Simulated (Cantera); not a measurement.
What does this Cantera script print?

```python
import numpy as np
import cantera as ct

gas = ct.Solution("gri30.yaml")
gas.TPX = 2250, 2200, {'CH4': 0.044, 'H2': 1, 'H': 0.0037}
inlet = ct.Reservoir(gas, clone=True)

reactor = ct.IdealGasConstPressureReactor(gas, energy="off", clone=False)
exhaust = ct.Reservoir(gas, clone=True)
tau = [0.47, 0.29, 0.18, 0.11, 0.066, 0.04, 0.025, 0.015, 0.0092][0]
for a, b in ((inlet, reactor), (reactor, exhaust)):
    ct.MassFlowController(a, b, mdot=lambda t: reactor.mass / tau)
net = ct.ReactorNet([reactor])
show = ['CH4', 'H2', 'H', 'C2H4', 'C2H', 'CH2']

rows = []
print(f"{'tau/s':>10s}{'T/K':>9s}" + "".join(f"{s:>11s}" for s in show))
for tau in [0.47, 0.29, 0.18, 0.11, 0.066, 0.04, 0.025, 0.015, 0.0092]:
    net.initial_time = 0.0
    net.advance(30 * tau)
    before = gas.X
    net.advance(40 * tau)
    drift = np.max(np.abs(gas.X - before) / (gas.X + 1e-9))
    rows.append([gas.T, *gas[show].X, drift])
    print(f"{tau:10.3e}{gas.T:9.1f}" + "".join(f"{x:11.3e}" for x in gas[show].X))
```

It prints:

```
     tau/s      T/K        CH4         H2          H       C2H4        C2H        CH2
 4.700e-01   2250.0  4.735e-04  9.471e-01  3.266e-02  1.777e-06  2.653e-05  1.499e-05
 2.900e-01   2250.0  7.251e-04  9.502e-01  2.930e-02  2.459e-06  2.355e-05  1.813e-05
 1.800e-01   2250.0  1.102e-03  9.529e-01  2.626e-02  3.618e-06  2.080e-05  2.166e-05
 1.100e-01   2250.0  1.682e-03  9.553e-01  2.348e-02  5.695e-06  1.821e-05  2.575e-05
 6.600e-02   2250.0  2.571e-03  9.572e-01  2.097e-02  9.487e-06  1.576e-05  3.045e-05
 4.000e-02   2250.0  3.833e-03  9.584e-01  1.885e-02  1.592e-05  1.355e-05  3.539e-05
 2.500e-02   2250.0  5.482e-03  9.591e-01  1.712e-02  2.585e-05  1.160e-05  4.016e-05
 1.500e-02   2250.0  7.910e-03  9.591e-01  1.546e-02  4.295e-05  9.555e-06  4.515e-05
 9.200e-03   2250.0  1.095e-02  9.586e-01  1.404e-02  6.748e-05  7.653e-06  4.928e-05
```

Computed with Cantera and GRI-Mech 3.0 (53 species, 325 reactions). GRI-Mech 3.0 stops at C3 and has no aromatics, soot or wall deposition, so with more carbon than oxygen in the feed, carbon stays in small species such as C2H2 where larger ones or solid carbon would form. Radical loss at walls, strong at low pressure, is not modelled.
